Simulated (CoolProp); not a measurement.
Acetone along the isobar 22.9 MPa: Z from the reference equation and from simpler models built on Tc = 235.0 °C, pc = 4.692 MPa, ω = 0.307; each cubic takes its own stable root.

Computed with CoolProp (reference Helmholtz-energy equation of state, Lemmon 2006). It is a short technical equation, of lower accuracy than the large ones.

```json
[
 {"T (°C)": "21.25", "phase": "liquid", "reference": "0.6718"},
 {"T (°C)": "39.45", "phase": "liquid", "reference": "0.6469"},
 {"T (°C)": "57.75", "phase": "liquid", "reference": "0.6255"},
 {"T (°C)": "75.95", "phase": "liquid", "reference": "0.6072"},
 {"T (°C)": "94.25", "phase": "liquid", "reference": "0.5916"},
 {"T (°C)": "112.55", "phase": "liquid", "reference": "0.5786"},
 {"T (°C)": "130.75", "phase": "liquid", "reference": "0.5679"},
 {"T (°C)": "149.05", "phase": "liquid", "reference": "0.5594"},
 {"T (°C)": "167.25", "phase": "liquid", "reference": "0.5530"},
 {"T (°C)": "185.55", "phase": "liquid", "reference": "0.5487"},
 {"T (°C)": "203.85", "phase": "liquid", "reference": "0.5466"},
 {"T (°C)": "222.05", "phase": "liquid", "reference": "0.5466"},
 {"T (°C)": "240.35", "phase": "supercritical", "reference": "0.5488"},
 {"T (°C)": "258.55", "phase": "supercritical", "reference": "0.5534"},
 {"T (°C)": "276.85", "phase": "supercritical", "reference": "0.5605"}
]
```

How far does each simpler model (Soave-Redlich-Kwong, Peng-Robinson) lie from the reference over these 15 states: mean and median of the absolute difference, and the worst?


- Soave-Redlich-Kwong: mean 26.3 %, median 26.2 %, worst +27.5 % at 276.85 °C and 22.9 MPa
- Peng-Robinson: mean 12.9 %, median 12.6 %, worst +15.5 % at 276.85 °C and 22.9 MPa
